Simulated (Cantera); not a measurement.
Charge: 1 mol BCl₃, 14 mol NH₃, 20 mol N₂, at 1873.15 K and 533 Torr.

Equilibrium computed with Cantera from the NASA thermochemical tables; the gas is ideal and each condensed phase is pure. Candidate condensed phases: B, BN, NH₄Cl; 21 gas species. Equilibrium is a limit: real reactors are often held back by kinetics, nucleation or transport.

Base state: N₂ 0.541, H₂ 0.398, HCl 0.0611, H 0.000484, Cl 5.63e-5 (mole fractions); condensed: BN(s).

Task: What changes in the equilibrium state with this change: BCl₃ replaced by borazine?

Result: 
```tsv
species	before	after
N₂	0.541	0.529
H₂	0.398	0.470
H	0.000484	0.000526
HCl	0.0611	0
Cl	5.63e-5	0
BN(s), mol	0.999	3.00
```
The feed counts by its element totals alone.
